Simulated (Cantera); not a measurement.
Mixture: CH4 : H2 : O2 : N2 = 1 : 0.042 : 1.01 : 3.8 (molar parts), at 10.0 bar, adiabatic and at constant pressure. Ignition delay is the time to a rise of 400 K.

Computed with Cantera and GRI-Mech 3.0 (53 species, 325 reactions).

Task: Predict: delay at 1100 K; delay at 1300 K; delay at 1500 K; delay at 1700 K; delay at 1900 K; apparent activation energy between 1700 and 1900 K.

Result: 
```
Quantity                                                Result
--------------------------------------------------  ----------
delay at 1100 K                                        9.10 ms
delay at 1300 K                                        1.41 ms
delay at 1500 K                                       0.212 ms
delay at 1700 K                                        37.4 µs
delay at 1900 K                                        9.01 µs
apparent activation energy between 1700 and 1900 K  190 kJ/mol
```
